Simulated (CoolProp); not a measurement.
Toluene along the isobar 21.5 MPa: Z from the reference equation and from simpler models built on Tc = 318.6 °C, pc = 4.126 MPa, ω = 0.266; each cubic takes its own stable root.

Computed with CoolProp (reference Helmholtz-energy equation of state, Lemmon 2006). It is a short technical equation, of lower accuracy than the large ones.

```csv
T (°C),phase,reference
94.35,liquid,0.7916
115.35,liquid,0.7657
136.45,liquid,0.7433
157.45,liquid,0.7243
178.55,liquid,0.7080
199.55,liquid,0.6945
220.65,liquid,0.6835
241.65,liquid,0.6749
262.65,liquid,0.6686
283.75,liquid,0.6646
304.75,liquid,0.6628
325.85,supercritical,0.6634
346.85,supercritical,0.6661
```

Q: How far does each simpler model (Redlich-Kwong, Soave-Redlich-Kwong, Peng-Robinson) lie from the reference over these 13 states: mean and median of the absolute difference, and the worst?

A: 
- Redlich-Kwong: mean 11.3 %, median 11.5 %, worst +12.6 % at 94.35 °C and 21.5 MPa
- Soave-Redlich-Kwong: mean 9.8 %, median 9.7 %, worst +10.8 % at 346.85 °C and 21.5 MPa
- Peng-Robinson: mean 1.9 %, median 2.2 %, worst -2.6 % at 199.55 °C and 21.5 MPa
